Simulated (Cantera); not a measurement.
A closed system holds: 1 mol Ta(OEt)5, 0.076 mol O2, at 1250 °C and 1 atm.

Cantera equilibrium calculation (NASA polynomials, part measured and part estimated; ideal gas, pure solids and liquids). Candidate condensed phases: C, C6H6, C7H8, C8H18, H2O, Ta, TaC, Ta2O5; 113 gas species. The feed counts by its element totals alone. TaC: taken at fixed stoichiometry. Condensed phases not in the tables: Ta2C. Equilibrium is a limit: real reactors are often held back by kinetics, nucleation or transport.

Base state: H2 0.707, CO 0.292, CH4 0.00116, H2O 0.000305, CO2 4.69e-5, H 1.93e-5 (mole fractions); condensed: C(graphite) + TaC(s).

### Question
What changes in the equilibrium state with this change: temperature from 1250 °C to 1527 °C?

### Answer
```
species            before     after
----------------  -------  --------
H2                  0.707     0.707
CO                  0.292     0.292
CH4               0.00116  0.000390
H                 1.93e-5  0.000299
C2H2 (acetylene)  8.35e-6  0.000124
CO2               4.69e-5   6.44e-6
C(graphite), mol     3.83      3.84
TaC(s), mol          1.00      1.00
```

### Question
What changes in the equilibrium state with this change: temperature from 1250 °C to 1350 °C?

### Answer
| species | before | after |
|---|---|---|
| H2 | 0.707 | 0.707 |
| CO | 0.292 | 0.292 |
| CH4 | 0.00116 | 0.000751 |
| H2O | 0.000305 | 0.000158 |
| H | 1.93e-5 | 5.77e-5 |
| C2H2 (acetylene) | 8.35e-6 | 2.46e-5 |
| CO2 | 4.69e-5 | 2.11e-5 |
| C(graphite), mol | 3.83 | 3.84 |
| TaC(s), mol | 1.00 | 1.00 |
